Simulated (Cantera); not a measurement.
Input: 1 mol CuO, 0.88 mol CH4, 1.4 mol N2, held at 1900 °C.

Method: chemical equilibrium by Gibbs-energy minimisation in Cantera with the NASA 1993 tables (ideal gas, pure condensed phases). Candidate condensed phases: C, C6H6, C7H8, C8H18, Cu, CuO, Cu(OH)2, Cu2O, H2O; 139 gas species. Equilibrium is a limit: real reactors are often held back by kinetics, nucleation or transport.

Task: Which condensed phases are stable at each of these points (P (Pa)): 10, 68, 460, 3200, 22000, 150000, 1000000?

Result: 
```tsv
P (Pa)	condensed phases	Cu condensed (%)
10	gas only	0.0
68	gas only	0.0
460	gas only	0.0
3200	gas only	0.0
22000	Cu(l)	61.5
150000	Cu(l)	94.8
1000000	Cu(l)	99.2
```

From 0.0750 Torr to 24.0 Torr nothing is condensed. From 165 Torr to 7500 Torr the condensed part is Cu(l).
